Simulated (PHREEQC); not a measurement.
A solution holds 0.02 mol NH4Cl, 0.003 mol NH3 and 6.4e-05 mol NaCl per kg of water, at 25 °C and 10 atm. Closed to the air; pH follows from the charge balance.

Equilibrium calculation in PHREEQC: ion-association model, phreeqc.dat.

```csv
quantity,before,after
pH,8.49,7.62
ionic strength (mol/kgw),0.0201,0.0226
NH4+ (mol/kgw),0.0200,0.0226
NH3 (mol/kgw),0.00300,0.000454
SI of Halite (NaCl),-7.58,-7.59
```

### Question
Which change was made?
(A) diluted 100-fold with water
(B) temperature from 25 to 30 °C
(C) 0.0007 mol/kgw Na2CO3 added
(D) NH3 replaced by NH4HS at the same molality
(E) diluted 2-fold with water

### Answer
D, NH3 replaced by NH4HS at the same molality

No solid was allowed to form.
